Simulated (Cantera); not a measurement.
V + N₂ (tantalum, niobium, vanadium and zirconium in process gases)

A closed system holds: 1 mol V, a varied amount of N₂, equilibrated at 1.80e-5 bar.

Cantera equilibrium calculation (NASA polynomials, part measured and part estimated; ideal gas, pure solids and liquids). Candidate condensed phases: V, VN; 4 gas species. Condensed phases not in the tables: V₂N, N, O or C dissolved in the metal. The numbers say what is thermodynamically allowed, not how fast it happens.

Stable condensed phases:

```
T in K \ n(N₂) in mol
         4.4 5.9 7.3 8.7  10  11  13  14  16  17  18  20  21
   2198    A   A   A   A   A   A   A   A   A   A   A   A   A
   2148    A   A   A   A   A   A   A   A   A   A   A   A   A
   2098    A   A   A   A   A   A   A   A   A   A   A   A   A
   2048    A   A   A   A   A   A   A   A   A   A   A   A   A
   1998    B   B   A   A   A   A   A   A   A   A   A   A   A
   1948    B   B   B   B   B   B   B   B   B   A   A   A   A
   1898    B   B   B   B   B   B   B   B   B   B   B   B   B
   1848    B   B   B   B   B   B   B   B   B   B   B   B   B
   1798    B   B   B   B   B   B   B   B   B   B   B   B   B
   1748    B   B   B   B   B   B   B   B   B   B   B   B   B
   1698    B   B   B   B   B   B   B   B   B   B   B   B   B
```

A: gas only; B: V.
